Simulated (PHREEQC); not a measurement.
Make-up at 25 °C: 0.02 mol/kgw HF, 0.39 mol/kgw (CH3)4NF and 0.00011 mol/kgw H2SiF6. Closed to the air; pH follows from the charge balance.

The numbers come from PHREEQC with the ion-association model, phreeqc.dat.

No solid was allowed to form.

### Question
Order these F species by the share of F that they hold, largest first: SiF6-2, F-, HF, HF2-.

### Answer
F- (92 %), HF2- (5.8 %), HF (2.0 %), SiF6-2 (0.16 %)

The pH is 4.61 and the ionic strength 0.390 mol/kgw. (CH3)4N+ isn't in the database: it is added as a free cation with an ion size of 4 Å. SiF6-2 is the database's only silicon fluoride.
